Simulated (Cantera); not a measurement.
Feed: 1 mol HgO, 0.02 mol O₂, 14 mol N₂, 4.6 mol H₂, equilibrated at 825 K and 0.133 bar.

Equilibrium computed with Cantera from the NASA thermochemical tables; the gas is ideal and each condensed phase is pure. Candidate condensed phases: H₂O, Hg, HgO; 25 gas species. Equilibrium is a limit: real reactors are often held back by kinetics, nucleation or transport.

Base state: N₂ 0.714, H₂ 0.182, H₂O 0.0531, Hg 0.0510, NH₃ 2.04e-5 (mole fractions); condensed: gas only.

Q: What changes in the equilibrium state with this change: HgO replaced by PbO?

A: 
| species | before | after |
|---|---|---|
| N₂ | 0.714 | 0.753 |
| H₂ | 0.182 | 0.191 |
| H₂O | 0.0531 | 0.0559 |
| Hg | 0.0510 | 0 |
| NH₃ | 2.04e-5 | 2.27e-5 |
| Pb(l), mol | 0 | 1.000 |
Further candidate phases: Pb, PbO, PbO₂, Pb₃O₄.
